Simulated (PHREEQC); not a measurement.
# Acid rinse or clean

Consider water at 20 °C with 0.14 mol HF per kg of water. Closed to the air; pH follows from the charge balance.

The numbers come from PHREEQC with the ion-association model, wateq4f.dat.

Each row changes one thing in this solution. Precipitation was switched off in this run.

| case | pH | ionic strength (mol/kgw) | HF (mol/kgw) | F- (mol/kgw) | HF2- (mol/kgw) |
|---|---|---|---|---|---|
| as made | 2.04 | 0.00987 | 0.0839 | 0.00754 | 0.00233 |
| diluted 100-fold with water | 3.15 | 0.000722 | 0.000673 | 0.000721 | 1.79e-6 |
| diluted 10-fold with water | [?] | 0.00295 | 0.0103 | 0.00285 | 0.000108 |
| temperature from 20 to 45 °C | 2.08 | 0.00907 | 0.102 | 0.00630 | 0.00276 |
| HF replaced by CsF at the same molality | 8.18 | 0.140 | 9.03e-7 | 0.140 | 4.80e-7 |
| temperature from 20 to 15 °C | 2.04 | 0.00996 | 0.0801 | [?] | 0.00219 |

What belongs in the gaps?


- diluted 10-fold with water, pH: 2.55
- temperature from 20 to 15 °C, F- (mol/kgw): 0.00777

Constants without temperature data keep their 25 °C values here.
